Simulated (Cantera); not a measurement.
An isothermal, constant-pressure homogeneous reactor starts with C2H6 : N2 = 1 : 190 (molar parts), at 1798 K and 13300 Pa. Integrator tolerance rtol = 1e-08.

Cantera simulation using GRI-Mech 3.0 (53 species, 325 reactions); the numbers are that mechanism's predictions, not measurements. GRI-Mech 3.0 stops at C3 and has no aromatics, soot or wall deposition, so with more carbon than oxygen in the feed, carbon stays in small species such as C2H2 where larger ones or solid carbon would form.

Problem. What does this change do: pressure from 13300 Pa to 240 Pa?

Solution. 
```json
[
 {"quantity": "x(C2H6) at 70.0 s", "before": "<1e-12 (gas-phase equilibrium <1e-12)", "after": "<1e-12 (gas-phase equilibrium <1e-12)"},
 {"quantity": "x(C2H) at 70.0 s", "before": "4.24e-7 (gas-phase equilibrium 2.17e-8)", "after": "1.37e-6 (gas-phase equilibrium 1.64e-7)"},
 {"quantity": "x(C2H4) at 70.0 s", "before": "1.66e-7 (gas-phase equilibrium 8.46e-9)", "after": "3.19e-9 (gas-phase equilibrium 1.47e-10)"},
 {"quantity": "x(CH2) at 70.0 s", "before": "3.26e-10 (gas-phase equilibrium 2.74e-10)", "after": "1.10e-9 (gas-phase equilibrium 2.69e-10)"},
 {"quantity": "x(CH3) at 70.0 s", "before": "3.04e-8 (gas-phase equilibrium 2.55e-8)", "after": "3.16e-8 (gas-phase equilibrium 3.31e-9)"},
 {"quantity": "x(C2H2) at 70.0 s", "before": "0.00512 (gas-phase equilibrium 0.000261)", "after": "0.00510 (gas-phase equilibrium 0.000261)"},
 {"quantity": "x(HCN) at 70.0 s", "before": "0.000125 (gas-phase equilibrium 0.00984)", "after": "0.000164 (gas-phase equilibrium 0.00983)"}
]
```
Radical loss at walls, strong at low pressure, is not modelled.
